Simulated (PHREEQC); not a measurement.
Make-up at 10 °C: 0.01 mol CdSO4 and 0.00036 mol Na2SO4 per kg of water. Closed to the air; pH follows from the charge balance.

Model: ion-association model, wateq4f.dat, run in PHREEQC.

```
quantity                          before     after
-------------------------------  -------  --------
pH                                  6.55      7.27
ionic strength (mol/kgw)          0.0268   0.00108
SO4-2 (mol/kgw)                  0.00653  0.000359
NaSO4- (mol/kgw)                 1.15e-5   1.01e-6
HSO4- (mol/kgw)                  8.54e-8   1.24e-9
SI of Mirabilite (Na2SO4:10H2O)    -7.02     -7.97
```

### Question
Which change was made?
A) Na2SO4 from 0.00036 to 0.00018 mol/kgw
B) Na2SO4 from 0.00036 to 0.00072 mol/kgw
C) CdSO4 left out
D) CdSO4 from 0.01 to 0.02 mol/kgw
E) CdSO4 replaced by Cd(NO3)2 at the same molality

### Answer
C, CdSO4 left out

Precipitation was switched off in this run. Constants without temperature data keep their 25 °C values here.
